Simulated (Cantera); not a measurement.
A Cantera script and what it prints.

```python
import numpy as np
import cantera as ct

gas_names = """
    C CH CH2 CH3 CH2OH CH3O CH4 CH3OH CO CO2 COOH C2 C2H CHCO,ketyl C2H2,acetylene C2H2,vinylidene
    CH2CO,ketene C2H3,vinyl CH3CO,acetyl C2H4 C2H4O,ethylen CH3CHO,ethanal CH3COOH (HCOOH)2 C2H5 C2H6
    CH3OCH3 C2H5OH C2O C3 C3H3,propargyl C3H4,allene C3H4,propyne C3H4,cyclo- C3H5,allyl C3H6,propylene
    C3H6,cyclo- C3H6O C3H7,n-propyl C3H7,i-propyl C3H8 C3H8O,1propanol C3H8O,2propanol C3O2 C4 C4H2
    C4H4,1,3-cyclo- C4H6,butadiene C4H6,2-butyne C4H6,cyclo- C4H8,1-butene C4H8,cis2-buten
    C4H8,tr2-butene C4H8,isobutene C4H8,cyclo- (CH3COOH)2 C4H9,n-butyl C4H9,i-butyl C4H9,s-butyl
    C4H9,t-butyl C4H10,isobutane C4H10,n-butane C5 C5H6,1,3cyclo- C5H8,cyclo- C5H10,1-pentene
    C5H10,cyclo- C5H11,pentyl C5H11,t-pentyl C5H12,n-pentane C5H12,i-pentane CH3C(CH3)2CH3 C6H2
    C6H5,phenyl C6H5O,phenoxy C6H6 C6H5OH,phenol C6H10,cyclo- C6H12,1-hexene C6H12,cyclo- C6H13,n-hexyl
    C7H7,benzyl C7H8 C7H8O,cresol C7H14,1-heptene C7H15,n-heptyl C7H16,n-heptane C8H8,styrene
    C8H10,ethylbenz C8H16,1-octene C8H17,n-octyl C8H18,isooctane C8H18,n-octane C9H19,n-nonyl
    C10H8,naphthale C10H21,n-decyl C12H9,o-bipheny C12H10,bipheny H HCO HO2 H2 HCHO,formaldehy HCOOH H2O
    H2O2 O OH O2 O3 Pb PbO Pb2
""".split()
cond_names = """
    C(gr) C6H6(L) C7H8(L) C8H18(L),n-octa H2O(s) H2O(L) Pb(cr) Pb(L) PbO(rd) PbO(yw) PbO(L) PbO2(s)
    Pb3O4(s)
""".split()


def load(file, names, dense=False):
    # The tables refer to 1 bar. Condensed volumes are neglected.
    table = {s.name: s for s in ct.Species.list_from_file(file)}
    out = []
    for n in names:
        d = dict(table[n].input_data)
        d["thermo"] = dict(d["thermo"], **{"reference-pressure": 1e5})
        if dense:
            d["equation-of-state"] = {"model": "constant-volume", "density": "1e6 g/cm^3"}
        out.append(ct.Species.from_dict(d))
    return out


gas = ct.Solution(thermo="ideal-gas", species=load("nasa_gas.yaml", gas_names))
cond = {s.name: ct.Solution(thermo="fixed-stoichiometry", species=[s], name=s.name)
        for s in load("nasa_condensed.yaml", cond_names, dense=True)}
atoms = {
    'Pb': {'Pb': 1},
    'CO': {'C': 1, 'O': 1},
    'H2': {'H': 2},
}
top_T = {'C(gr)': 4500, 'Pb3O4(s)': 820}  # K; cautious upper limits of use, not melting points


def equilibrate(T, P, feed):
    n = {}
    for name, mol in feed.items():
        for a, k in atoms[name].items():
            n[a] = n.get(a, 0.0) + k * mol
    gas.TPX = T, P, n
    mass = sum(n.values()) * gas.mean_molecular_weight
    gas.equilibrate("TP")
    valid = [c for c in cond.values() if c.min_temp <= T <= top_T.get(c.name, c.max_temp)]
    mix = ct.Mixture([(gas, mass / gas.mean_molecular_weight)] + [(c, 0.0) for c in valid])
    mix.T, mix.P = T, P
    mix.equilibrate("TP", solver="vcs", rtol=1e-11, max_steps=5000)
    return mix


results = []
feed = {'Pb': 1, 'CO': 0.14, 'H2': 0.8}  # mol
T = 1423.15  # K
P = 10000  # Pa
mix = equilibrate(T, P, feed)
results.append((T, P, feed, dict(zip(mix.species_names, mix.species_moles))))
print(gas.report(threshold=1e-05))
for i in range(1, mix.n_phases):
    print(f"{mix.phase(i).name:16s} {mix.phase_moles(i):12.5e} mol")
```

Result:

```
       temperature   1423.2 K
          pressure   10000 Pa
           density   0.024083 kg/m^3
  mean mol. weight   28.497 kg/kmol
   phase of matter   gas

                          1 kg             1 kmol
                     ---------------   ---------------
          enthalpy        1.4135e+06         4.028e+07  J
   internal energy        9.9829e+05        2.8448e+07  J
           entropy            7545.4        2.1502e+05  J/K
    Gibbs function       -9.3248e+06       -2.6572e+08  J
 heat capacity c_p            1095.9             31229  J/K
 heat capacity c_v             804.1             22914  J/K

                      mass frac. Y      mole frac. X     chem. pot. / RT
                     ---------------   ---------------   ---------------
               CH4        4.7522e-05        8.4412e-05           -45.106
                CO           0.12989           0.13215           -40.269
                 H        6.4705e-07        1.8292e-05           -10.517
                H2           0.05344           0.75539           -21.034
               H2O        5.0047e-05        7.9165e-05           -58.265
                Pb           0.81615           0.11225           -11.017
               Pb2        0.00040779        2.8042e-05           -22.035
     [ +106 minor]        9.8605e-06          6.57e-06

C(gr)             0.00000e+00 mol
Pb(L)             8.81105e-01 mol
PbO(L)            0.00000e+00 mol
```

Cantera equilibrium calculation (NASA polynomials, part measured and part estimated; ideal gas, pure solids and liquids).
